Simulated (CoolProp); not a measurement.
Saturation properties of oxygen.

The numbers come from the reference Helmholtz-energy equation of state, Schmidt 1985 in CoolProp.

| T (°C) | p (MPa) | vapour density (kg/m³) | liquid conductivity (mW/(m K)) |
|---|---|---|---|
| -163.05 | 0.5472 | 21.42 | 122 |
| -158.35 | 0.7461 | 28.85 | 115 |
| -153.55 | 0.9988 | 38.41 | 108 |
| -148.85 | 1.301 | 50.13 | 101 |
| -144.15 | 1.663 | 64.79 | 94.1 |
| -139.35 | 2.103 | 83.73 | 87.1 |
| -134.65 | 2.609 | 107.6 | 80.4 |
| -129.85 | 3.212 | 140.3 | 73.5 |
| -125.15 | 3.896 | 186.8 | 66.8 |

It boils at -183.0 °C under 1 atm.

Thermal conductivity comes from a separate model (Lemmon 2004).
